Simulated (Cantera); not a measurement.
A perfectly stirred reactor is fed with CH4 : H2 = 1 : 11 (molar parts), at 0.00130 bar; it is held at 1825 K, and followed from long to short residence time.

Model: GRI-Mech 3.0 (53 species, 325 reactions), integrated in Cantera. GRI-Mech 3.0 stops at C3 and has no aromatics, soot or wall deposition, so with more carbon than oxygen in the feed, carbon stays in small species such as C2H2 where larger ones or solid carbon would form. Radical loss at walls, strong at low pressure, is not modelled.

Problem. What does this change do: H2 11 to 1.3 parts?

Solution. 
```json
[
 {"quantity": "x(CH4) at τ = 15.0 s", "before": "0.00796", "after": "0.0198"},
 {"quantity": "x(H2) at τ = 15.0 s", "before": "0.953", "after": "0.832"},
 {"quantity": "x(C2H) at τ = 15.0 s", "before": "1.43e-6", "after": "5.03e-6"},
 {"quantity": "x(H) at τ = 15.0 s", "before": "0.00409", "after": "0.00300"},
 {"quantity": "x(C2H2) at τ = 15.0 s", "before": "0.0344", "after": "0.144"},
 {"quantity": "x(CH4) at τ = 45.0 ms", "before": "0.0821", "after": "0.392"},
 {"quantity": "x(H2) at τ = 45.0 ms", "before": "0.916", "after": "0.588"},
 {"quantity": "x(C2H) at τ = 45.0 ms", "before": "4.03e-10", "after": "7.10e-8"},
 {"quantity": "x(H) at τ = 45.0 ms", "before": "0.000452", "after": "0.000565"},
 {"quantity": "x(C2H2) at τ = 45.0 ms", "before": "8.42e-5", "after": "0.00760"}
]
```

Problem. What does this change do: H2 11 to 15 parts?

Solution. 
| quantity | before | after |
|---|---|---|
| x(CH4) at τ = 15.0 s | 0.00796 | 0.00665 |
| x(H2) at τ = 15.0 s | 0.953 | 0.963 |
| x(C2H) at τ = 15.0 s | 1.43e-6 | 1.12e-6 |
| x(H) at τ = 15.0 s | 0.00409 | 0.00427 |
| x(C2H2) at τ = 15.0 s | 0.0344 | 0.0259 |
| x(CH4) at τ = 45.0 ms | 0.0821 | 0.0618 |
| x(H2) at τ = 45.0 ms | 0.916 | 0.937 |
| x(C2H) at τ = 45.0 ms | 4.03e-10 | 1.46e-10 |
| x(H) at τ = 45.0 ms | 0.000452 | 0.000402 |
| x(C2H2) at τ = 45.0 ms | 8.42e-5 | 3.51e-5 |
